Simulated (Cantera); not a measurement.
Cantera run:

```python
import numpy as np
import cantera as ct

gas_names = """
    C CH CH2 CH3 CH2OH CH3O CH4 CH3OH CO CO2 COOH C2 C2H CHCO,ketyl C2H2,acetylene C2H2,vinylidene
    CH2CO,ketene C2H3,vinyl CH3CO,acetyl C2H4 C2H4O,ethylen CH3CHO,ethanal CH3COOH (HCOOH)2 C2H5 C2H6
    CH3OCH3 C2H5OH C2O C3 C3H3,propargyl C3H4,allene C3H4,propyne C3H4,cyclo- C3H5,allyl C3H6,propylene
    C3H6,cyclo- C3H6O C3H7,n-propyl C3H7,i-propyl C3H8 C3H8O,1propanol C3H8O,2propanol C3O2 C4 C4H2
    C4H4,1,3-cyclo- C4H6,butadiene C4H6,2-butyne C4H6,cyclo- C4H8,1-butene C4H8,cis2-buten
    C4H8,tr2-butene C4H8,isobutene C4H8,cyclo- (CH3COOH)2 C4H9,n-butyl C4H9,i-butyl C4H9,s-butyl
    C4H9,t-butyl C4H10,isobutane C4H10,n-butane C5 C5H6,1,3cyclo- C5H8,cyclo- C5H10,1-pentene
    C5H10,cyclo- C5H11,pentyl C5H11,t-pentyl C5H12,n-pentane C5H12,i-pentane CH3C(CH3)2CH3 C6H2
    C6H5,phenyl C6H5O,phenoxy C6H6 C6H5OH,phenol C6H10,cyclo- C6H12,1-hexene C6H12,cyclo- C6H13,n-hexyl
    C7H7,benzyl C7H8 C7H8O,cresol C7H14,1-heptene C7H15,n-heptyl C7H16,n-heptane C8H8,styrene
    C8H10,ethylbenz C8H16,1-octene C8H17,n-octyl C8H18,isooctane C8H18,n-octane C9H19,n-nonyl
    C10H8,naphthale C10H21,n-decyl C12H9,o-bipheny C12H10,bipheny H HCO HO2 H2 HCHO,formaldehy HCOOH H2O
    H2O2 O OH O2 O3 Pb PbO Pb2
""".split()
cond_names = """
    C(gr) C6H6(L) C7H8(L) C8H18(L),n-octa H2O(s) H2O(L) Pb(cr) Pb(L) PbO(rd) PbO(yw) PbO(L) PbO2(s)
    Pb3O4(s)
""".split()


def load(file, names, dense=False):
    # The tables refer to 1 bar. Condensed volumes are neglected.
    table = {s.name: s for s in ct.Species.list_from_file(file)}
    out = []
    for n in names:
        d = dict(table[n].input_data)
        d["thermo"] = dict(d["thermo"], **{"reference-pressure": 1e5})
        if dense:
            d["equation-of-state"] = {"model": "constant-volume", "density": "1e6 g/cm^3"}
        out.append(ct.Species.from_dict(d))
    return out


gas = ct.Solution(thermo="ideal-gas", species=load("nasa_gas.yaml", gas_names))
cond = {s.name: ct.Solution(thermo="fixed-stoichiometry", species=[s], name=s.name)
        for s in load("nasa_condensed.yaml", cond_names, dense=True)}
atoms = {
    'PbO': {'Pb': 1, 'O': 1},
    'CH4': {'C': 1, 'H': 4},
    'H2': {'H': 2},
}
top_T = {'C(gr)': 4500, 'Pb3O4(s)': 820}  # K; cautious upper limits of use, not melting points


def equilibrate(T, P, feed):
    n = {}
    for name, mol in feed.items():
        for a, k in atoms[name].items():
            n[a] = n.get(a, 0.0) + k * mol
    gas.TPX = T, P, n
    mass = sum(n.values()) * gas.mean_molecular_weight
    gas.equilibrate("TP")
    valid = [c for c in cond.values() if c.min_temp <= T <= top_T.get(c.name, c.max_temp)]
    mix = ct.Mixture([(gas, mass / gas.mean_molecular_weight)] + [(c, 0.0) for c in valid])
    mix.T, mix.P = T, P
    mix.equilibrate("TP", solver="vcs", rtol=1e-11, max_steps=5000)
    return mix


results = []
feed = {'PbO': 1, 'CH4': 0.41, 'H2': 6.7}  # mol
T = 1148.15  # K
for P in [10, 100, 1000, 10000, 100000, 1000000]:
    mix = equilibrate(T, P, feed)
    results.append((T, P, feed, dict(zip(mix.species_names, mix.species_moles))))
    x = sorted(zip(gas.X, gas.species_names), reverse=True)
    print(f"T = {T:g} K  P = {P:g} Pa  gas = {mix.phase_moles(0):.4g} mol")
    print("   x: " + "  ".join(f"{s} {v:.3e}" for v, s in x if v > 0.0001))
    print("   condensed (mol): " + ("  ".join(f"{mix.phase(i).name} {mix.phase_moles(i):.4g}"
          for i in range(1, mix.n_phases) if mix.phase_moles(i) > 1e-12) or "none"))
```

It prints:

```
T = 1148.15 K  P = 10 Pa  gas = 8.93 mol
   x: H2 7.790e-01  Pb 1.120e-01  H2O 6.312e-02  CO 4.297e-02  CO2 2.945e-03
   condensed (mol): none
T = 1148.15 K  P = 100 Pa  gas = 8.93 mol
   x: H2 7.790e-01  Pb 1.120e-01  H2O 6.312e-02  CO 4.297e-02  CO2 2.945e-03
   condensed (mol): none
T = 1148.15 K  P = 1000 Pa  gas = 8.159 mol
   x: H2 8.526e-01  H2O 6.909e-02  CO 4.703e-02  Pb 2.809e-02  CO2 3.224e-03
   condensed (mol): Pb(L) 0.7708
T = 1148.15 K  P = 10000 Pa  gas = 7.952 mol
   x: H2 8.747e-01  H2O 7.089e-02  CO 4.824e-02  CO2 3.308e-03  Pb 2.809e-03
   condensed (mol): Pb(L) 0.9777
T = 1148.15 K  P = 100000 Pa  gas = 7.924 mol
   x: H2 8.763e-01  H2O 7.166e-02  CO 4.791e-02  CO2 3.314e-03  CH4 5.131e-04  Pb 2.809e-04
   condensed (mol): Pb(L) 0.9978
T = 1148.15 K  P = 1e+06 Pa  gas = 7.603 mol
   x: H2 8.498e-01  H2O 9.627e-02  CO 2.959e-02  CH4 2.150e-02  CO2 2.835e-03
   condensed (mol): Pb(L) 0.9998
```

Equilibrium computed with Cantera from the NASA thermochemical tables; the gas is ideal and each condensed phase is pure.
